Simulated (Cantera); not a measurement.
Feed: 1 mol Si(CH3)4, 0.49 mol C2H4, 54 mol H2, at 1900 K and 0.490 bar.

Equilibrium computed with Cantera from the NASA thermochemical tables; the gas is ideal and each condensed phase is pure. Candidate condensed phases: C, C6H6, C7H8, C8H18, Si, SiC; 87 gas species. Rates play no part.

Base state: H2 0.998, H 0.00113, C2H2 (acetylene) 0.000381, CH4 0.000274 (mole fractions); condensed: C(graphite) + SiC(s).

What changes in the equilibrium state with this change: Si(CH3)4 replaced by CH3SiH3?


```
species             before     after
----------------  --------  --------
H2                   0.998     0.998
H                  0.00113   0.00113
C2H2 (acetylene)  0.000381  0.000381
CH4               0.000274  0.000274
C(graphite), mol      3.92     0.919
SiC(s), mol          1.000     1.000
```
The feed counts by its element totals alone.

What changes in the equilibrium state with this change: temperature from 1900 K to 1498.15 K?


```tsv
species	before	after
H2	0.998	0.999
CH4	0.000274	0.00127
H	0.00113	2.46e-5
C2H2 (acetylene)	0.000381	8.82e-6
C(graphite), mol	3.92	3.90
SiC(s), mol	1.000	1.000
```

What changes in the equilibrium state with this change: temperature from 1900 K to 2250 K?


| species | before | after |
|---|---|---|
| H2 | 0.998 | 0.986 |
| H | 0.00113 | 0.0105 |
| C2H2 (acetylene) | 0.000381 | 0.00330 |
| Si | 9.56e-7 | 0.000151 |
| SiC2 | 2.42e-8 | 1.74e-5 |
| Si2C | 1.68e-8 | 1.04e-5 |
| C(graphite), mol | 3.92 | 3.58 |
| SiC(s), mol | 1.000 | 0.983 |
Gases not in the tables: Si2H6 and higher silanes.
